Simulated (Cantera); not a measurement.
Feed: 1 mol Na2SO4, 0.011 mol H2O, equilibrated at 1698.15 K and 53.0 Pa.

Cantera equilibrium calculation (NASA polynomials, part measured and part estimated; ideal gas, pure solids and liquids). Candidate condensed phases: H2O, H2SO4, Na, NaOH, NaO2, Na2O, Na2O2, Na2S, Na2SO4, S; 27 gas species. Kinetics and transport are ignored.

Base state: Na 0.495, SO2 0.250, O2 0.248, NaOH 0.00430, NaO 0.00117, O 0.000948, H2O 0.000510, Na2SO4 0.000319 (mole fractions); condensed: gas only.

Problem. What changes in the equilibrium state with this change: pressure from 53.0 Pa to 7.20 mbar?

Solution. 
```csv
species,before,after
NaOH,0.00430,0.204
H2O,0.000510,0.199
SO2,0.250,0.199
Na,0.495,0.192
Na2SO4,0.000319,0.0564
O2,0.248,0.146
H2,8.77e-7,0.000121
OH,0.000176,0.00159
Na2O,2.31e-6,1.33e-5
"Na2SO4(l), mol",0,0.991
```

Problem. What changes in the equilibrium state with this change: H2O from 0.011 to 1.2 mol?

Solution. 
| species | before | after |
|---|---|---|
| Na | 0.495 | 0.343 |
| H2O | 0.000510 | 0.210 |
| SO2 | 0.250 | 0.200 |
| O2 | 0.248 | 0.185 |
| NaOH | 0.00430 | 0.0563 |
| H2 | 8.77e-7 | 0.000418 |
| H | 5.89e-6 | 0.000129 |
| OH | 0.000176 | 0.00332 |
| Na2SO4 | 0.000319 | 9.17e-5 |
